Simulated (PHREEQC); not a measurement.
## Brine: an equilibrium model

A solution holds 1.1 mol/kgw MgSO4 and 1.6 mol/kgw KCl, at 20 °C. Closed to the air; pH follows from the charge balance.

Computed with PHREEQC (Pitzer model, pitzer.dat).

Each row changes one thing in this solution. Precipitation was switched off in this run.

```
case                                             pH  ionic strength (mol/kgw)  HSO4- (mol/kgw)  SI of Arcanite (K2SO4)  SI of Sylvite (KCl)
--------------------------------------------  -----  ------------------------  ---------------  ----------------------  -------------------
as made                                        6.35                      6.00          1.06e-6                   +0.04                -0.91
temperature from 20 to 85 °C                   5.83                      6.00          2.25e-5                   -0.60                -1.41
temperature from 20 to 10 °C                   6.46                      6.00          5.69e-7                   +0.17                -0.79
MgSO4 replaced by H2SO4 at the same molality  -0.35                      3.03              [?]                   -0.56                -0.86
MgSO4 from 1.1 to 1.21 mol/kgw                 6.30                      6.44          1.15e-6                     [?]                -0.90
temperature from 20 to 40 °C                   6.14                      6.00          3.18e-6                   -0.18                -1.10
diluted 100-fold with water                    7.04                    0.0600          3.77e-8                     [?]                -4.62
0.16 mol/kgw KHSO4 added                       1.25                      6.22            0.130                   +0.11                -0.87
MgSO4 from 1.1 to 1.65 mol/kgw                 6.15                      8.20          1.52e-6                   +0.08                -0.85
```

Q: What belongs in the gaps?

A: 
- MgSO4 replaced by H2SO4 at the same molality, HSO4- (mol/kgw): 0.934
- MgSO4 from 1.1 to 1.21 mol/kgw, SI of Arcanite (K2SO4): +0.05
- diluted 100-fold with water, SI of Arcanite (K2SO4): -4.23

Complexes and solids missing from the database can't appear. Some of these states are supersaturated (in Arcanite, Schoenite, for instance). Away from 25 °C the constants follow the database's enthalpies or fits; those with neither stay at their 25 °C values.
